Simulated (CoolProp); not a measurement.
Computed with CoolProp (reference Helmholtz-energy equation of state, Thol 2018).

Question: For hydrogen chloride, give the phase and the density (kg/m³), cp (kJ/(kg K)), speed of sound (m/s), expansivity (1/kK) at -50.45 °C and 0.739 MPa; -50.45 °C and 2.34 MPa.

Answer: 
- -50.45 °C and 0.739 MPa: liquid; density 1090, cp 1.71, speed of sound 924, expansivity 2.61
- -50.45 °C and 2.34 MPa: liquid; density 1100, cp 1.70, speed of sound 934, expansivity 2.56
